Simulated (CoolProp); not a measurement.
Vapour-liquid equilibrium of CHF3 (R23) (1) + R22 (2) at 241.7 K; x and y are mole fractions of (1).

Computed with CoolProp (multi-fluid Helmholtz-energy mixture model, Penoncello 2003 and Kamei 1995; pair parameters Bell 2016).

```csv
x,"bubble pressure, mixture model (MPa)","bubble pressure, Raoult's law (MPa)","y, mixture model","y, Raoult's law"
0.05,0.2023,0.1943,0.264,0.247
0.125,0.2728,0.2547,0.484,0.471
0.2,0.3406,0.3150,0.612,0.609
0.275,0.4057,0.3754,0.696,0.702
0.35,0.4679,0.4357,0.756,0.770
0.425,0.5274,0.4961,0.801,0.821
0.5,0.5846,0.5564,0.838,0.862
0.575,0.6400,0.6167,0.868,0.894
0.65,0.6944,0.6771,0.894,0.920
0.725,0.7485,0.7374,0.918,0.943
0.8,0.8031,0.7978,0.941,0.961
0.875,0.8592,0.8581,0.963,0.978
0.95,0.9177,0.9185,0.985,0.992
```

The largest gap from Raoult's law is +8.1 % in bubble pressure, at x = 0.2. No azeotrope shows between x = 0.05 and 0.95.

The pair parameters rest on a limited set of measurements; away from them the model extrapolates.
